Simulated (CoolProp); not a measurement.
Vapour-liquid equilibrium of n-hexane (1) + p-xylene (2) at 129.35 °C; x and y are mole fractions of (1).

Model: multi-fluid Helmholtz-energy mixture model, Thol 2019 and Zhou 2012; pair parameters Bell 2016, in CoolProp.

Problem. Give the bubble pressure and the first vapour's composition at x = 0.275, 0.35, 0.95. Is there an azeotrope?

Solution. x = 0.275: 0.2060 MPa, y = 0.697; x = 0.35: 0.2369 MPa, y = 0.758; x = 0.95: 0.4711 MPa, y = 0.987. No azeotrope shows between x = 0.05 and 0.95.

The pair parameters rest on a limited set of measurements; away from them the model extrapolates.
